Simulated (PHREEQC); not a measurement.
A column of 1 m (40 cells, dispersivity 0.08 m, 3600 s a shift, diffusion coefficient 3e-10 m²/s) holds 0.0034 eq of the database's cation exchanger X per kg of pore water, first in equilibrium with 0.0013 mol MnCl2, 0.0025 mol NH4Cl, 0.00044 mol CaCl2 and 1e-05 mol HCl per kg of water. It is flushed with 0.0013 mol LiCl and 1e-05 mol HCl per kg of water, at 25 °C. Values are for the last cell. The system is closed to CO2. Nothing may precipitate in this run.

Base run: PHREEQC, ion-association model, phreeqc.dat. Each further column changes one thing. The table gives NH4 in solution (mol/kgw).

```tsv
pore volumes	base	exchange capacity from 0.0034 to 0.0017 eq/kgw	dispersivity from 0.08 to 0.16 m
0	0.00250	0.00250	0.00250
0.5125	0.00239	0.00238	0.00221
1.262	0.000750	0.000654	0.000767
1.762	0.000277	___	0.000347
2.513	8.87e-5	4.35e-5	0.000128
3.013	4.72e-5	1.78e-5	7.46e-5
3.763	1.94e-5	___	3.66e-5
4.263	1.09e-5	2.19e-6	2.36e-5
5.013	4.61e-6	6.59e-7	___
5.513	2.63e-6	3.02e-7	8.49e-6
6.263	1.15e-6	9.66e-8	4.75e-6
6.763	6.73e-7	___	___
7.513	3.05e-7	1.54e-8	___
8.012	1.81e-7	7.57e-9	1.32e-6
```

Fill in the missing entries.


- 1.762, exchange capacity from 0.0034 to 0.0017 eq/kgw: 0.000200
- 3.763, exchange capacity from 0.0034 to 0.0017 eq/kgw: 4.98e-6
- 5.013, dispersivity from 0.08 to 0.16 m: 1.27e-5
- 6.763, exchange capacity from 0.0034 to 0.0017 eq/kgw: 4.59e-8
- 6.763, dispersivity from 0.08 to 0.16 m: 3.26e-6
- 7.513, dispersivity from 0.08 to 0.16 m: 1.89e-6
